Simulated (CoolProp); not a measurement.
trans-2-butene along the isotherm 447.2 K: Z from the reference equation and from simpler models built on Tc = 428.6 K, pc = 4019 kPa, ω = 0.210; each cubic takes its own stable root.

Values from CoolProp's reference Helmholtz-energy equation of state, Lemmon 2005. It is a short technical equation, of lower accuracy than the large ones.

```tsv
p (kPa)	phase	reference	Pitzer virial	Soave-Redlich-Kwong	Peng-Robinson
183	gas	0.9861	0.9864	0.9864	0.9847
365	gas	0.9721	0.9728	0.9727	0.9694
548	gas	0.9577	0.9592	0.9586	0.9537
731	gas	0.9430	0.9456	0.9444	0.9378
913	gas	0.9281	0.9320	0.9299	0.9218
1100	gas	0.9124	0.9181	0.9148	0.9050
1280	gas	0.8970	0.9047	0.8999	0.8887
1460	gas	0.8811	0.8913	0.8847	0.8720
1640	gas	0.8649	0.8779	0.8692	0.8550
1830	gas	0.8474	0.8637	0.8524	0.8368
2010	gas	0.8302	0.8503	0.8362	0.8191
```
